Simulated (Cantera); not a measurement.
Cu + HF (aluminium and copper etching)

Input: 1 mol Cu, 1.2 mol HF, equilibrated at 975 °C and 13.3 mbar.

These are equilibrium values from Cantera (NASA tables, ideal gas, pure condensed phases), not measurements of a reactor. Candidate condensed phases: Cu, CuF2; 15 gas species. Equilibrium is a limit: real reactors are often held back by kinetics, nucleation or transport.

```yaml
x(HF): 1.000
x(CuF): 0.000202
x(H2): 0.000101
x(Cu): 3.30e-6
n(Cu(s)): 1.000 mol
gas_amount: 1.200 mol
log10 activity of CuF2(l) (absent): -6.09
```
